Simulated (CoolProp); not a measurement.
The numbers come from the reference Helmholtz-energy equation of state, Setzmann 1991 in CoolProp.

### Question
Give the vapour pressure (kPa), liquid cp (kJ/(kg K)), liquid conductivity (mW/(m K)) of saturated methane at 109.8, 135.3 K.

### Answer
| T (K) | p (kPa) | liquid cp (kJ/(kg K)) | liquid conductivity (mW/(m K)) |
|---|---|---|---|
| 109.8 | 86.6 | 3.47 | 186 |
| 135.3 | 499 | 3.73 | 150 |

Thermal conductivity comes from a separate model (Friend 1989).
